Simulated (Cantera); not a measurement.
A closed system holds: 1 mol toluene, 0.81 mol NH3, at 1473.15 K and 1000 Pa.

Cantera equilibrium calculation (NASA polynomials, part measured and part estimated; ideal gas, pure solids and liquids). Candidate condensed phases: C, C6H6, C7H8, C8H18; 92 gas species. Kinetics and transport are ignored.

Base state: H2 0.928, N2 0.0719, HCN 0.000225, H 0.000122, CH4 2.52e-5 (mole fractions); condensed: C(graphite).

Problem. What changes in the equilibrium state with this change: NH3 from 0.81 to 0.27 mol?

Solution. 
```json
[
 {"species": "H2", "before": "0.928", "after": "0.970"},
 {"species": "N2", "before": "0.0719", "after": "0.0297"},
 {"species": "HCN", "before": "0.000225", "after": "0.000148"},
 {"species": "CH4", "before": "2.52e-5", "after": "2.76e-5"},
 {"species": "H", "before": "0.000122", "after": "0.000125"},
 {"species": "C(graphite), mol", "before": "7.00", "after": "7.00"}
]
```
